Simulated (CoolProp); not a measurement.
Vapour-liquid equilibrium of propylene (1) + R142b (2) at 82.1 kPa; x and y are mole fractions of (1).

Values from CoolProp's multi-fluid Helmholtz-energy mixture model, Lemmon 2013 and Lemmon 2006; pair parameters Bell 2016.

```
x     bubble temperature, mixture model (°C)  bubble temperature, Raoult's law (°C)  y, mixture model  y, Raoult's law
----  --------------------------------------  -------------------------------------  ----------------  ---------------
0.05                                   -18.9                                  -18.1             0.220            0.199
0.2                                    -30.0                                  -27.6             0.602            0.564
0.35                                   -37.4                                  -34.7             0.772            0.750
0.5                                    -42.4                                  -40.2             0.860            0.856
0.65                                   -46.0                                  -44.5             0.913            0.921
0.8                                    -48.8                                  -48.2             0.953            0.963
0.95                                   -51.3                                  -51.2             0.988            0.992
```

The largest gap from Raoult's law is -2.7 K in bubble temperature, at x = 0.35. No azeotrope shows between x = 0.05 and 0.95.

The pair parameters rest on a limited set of measurements; away from them the model extrapolates.
